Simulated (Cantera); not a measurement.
Feed: 1 mol trisilylamine, 6.8 mol NH3, equilibrated at 7.90e-5 bar.

Equilibrium computed with Cantera from the NASA thermochemical tables; the gas is ideal and each condensed phase is pure. Candidate condensed phases: Si, Si3N4; 18 gas species. The feed counts by its element totals alone. Kinetics and transport are ignored.

Problem. At 1350 °C, list the 6 most abundant gas species with their mole fractions, and the condensed phases.

Solution. H2 0.783, N2 0.209, H 0.00688, Si 0.00198, SiH 3.12e-5, Si2N 1.09e-5. Condensed: Si(s).
